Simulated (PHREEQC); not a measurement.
## Brine (model solution)

Consider water at 25 °C with 1.7 mol/kgw H2SO4 and 0.045 mol/kgw Na2B4O7. Closed to the air; pH follows from the charge balance.

Equilibrium calculation in PHREEQC: Pitzer model, pitzer.dat.

```yaml
pH: -0.48
ionic_strength: 2.54 mol/kgw
activity_of_water: 0.926
density: 1.100 g/cm³
osmotic_coefficient: 1.061
total_alkalinity: -3310 meq/kg
```

```tsv
species	molality	activity	log γ
H+	2.03	3.00	0.171
HSO4-	1.28	0.902	-0.153
SO4-2	0.417	0.00315	-2.122
B(OH)3	0.180	0.180	0.000
Na+	0.0900	0.0982	0.038
```

No solid was allowed to form. In brines, pH and single-ion activities rest on the MacInnes convention.
